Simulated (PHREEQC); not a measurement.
A solution holds 0.0082 mol NH4Cl and 0.0027 mol Na2HPO4 per kg of water, at 85 °C. Closed to the air; pH follows from the charge balance.

All values are PHREEQC results (ion-association model, wateq4f.dat), not measurements.

Q: The ionic strength comes out as 0.0139 mol/kgw. What activity coefficients do NH4+, H2PO4-, NaHPO4-, Na+, HPO4-2 get?

A: NH4+ 0.87, H2PO4- 0.88, NaHPO4- 0.88, Na+ 0.87, HPO4-2 0.59.

No solid was allowed to form. H3PO4, which wateq4f.dat lacks, is added to it with the constant of phreeqc.dat. Constants without temperature data keep their 25 °C values here.
